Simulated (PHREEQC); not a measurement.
Make-up at 25 °C: 0.002 mol/kgw ZnSO4 and 0.28 mol/kgw MnSO4. Closed to the air; pH follows from the charge balance.

Model: ion-association model, wateq4f.dat, run in PHREEQC.

| quantity | before | after |
|---|---|---|
| pH | 6.28 | 5.84 |
| ionic strength (mol/kgw) | 0.554 | 0.791 |
| SO4-2 (mol/kgw) | 0.138 | 0.000813 |
| HSO4- (mol/kgw) | 2.12e-6 | 3.07e-8 |

Problem. Which change was made?
A. MnSO4 from 0.28 to 0.252 mol/kgw
B. ZnSO4 from 0.002 to 0.01 mol/kgw
C. MnSO4 from 0.28 to 0.56 mol/kgw
D. MnSO4 replaced by Mn(NO3)2 at the same molality
E. ZnSO4 left out

Solution. D, MnSO4 replaced by Mn(NO3)2 at the same molality

This is a speciation only: nothing precipitates in the calculation. The ionic strength passes 0.7 mol/kgw, the rough limit of the ion-association models, in after.
